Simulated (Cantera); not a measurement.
A closed system holds: 1 mol C2H4, 0.17 mol CO2, 0.62 mol H2, held at 2375 K and 48.0 mbar.

Cantera equilibrium calculation (NASA polynomials, part measured and part estimated; ideal gas, pure solids and liquids). Candidate condensed phases: C, C6H6, C7H8, C8H18, H2O; 110 gas species. Kinetics and transport are ignored.

Base state: H2 0.825, CO 0.112, H 0.0585, C2H2 (acetylene) 0.00512, C2H 1.97e-5, C4H2 1.31e-5 (mole fractions); condensed: C(graphite).

**Question.** What changes in the equilibrium state with this change: CO2 from 0.17 to 0.94 mol?

**Answer.** 
| species | before | after |
|---|---|---|
| H2 | 0.825 | 0.541 |
| CO | 0.112 | 0.408 |
| H | 0.0585 | 0.0474 |
| C4H2 | 1.31e-5 | 8.58e-6 |
| C2H2 (acetylene) | 0.00512 | 0.00336 |
| C2H | 1.97e-5 | 1.60e-5 |
| C(graphite), mol | 1.80 | 1.03 |

**Question.** What changes in the equilibrium state with this change: temperature from 2375 K to 525 K?

**Answer.** 
```
species            before    after
----------------  -------  -------
CH4               6.07e-6    0.671
H2O               1.49e-7    0.205
H2                  0.825    0.119
H                  0.0585    <1e-9
CO                  0.112  3.76e-5
C2H2 (acetylene)  0.00512    <1e-9
CO2               3.45e-9  0.00564
C2H               1.97e-5    <1e-9
C(graphite), mol     1.80     1.11
```
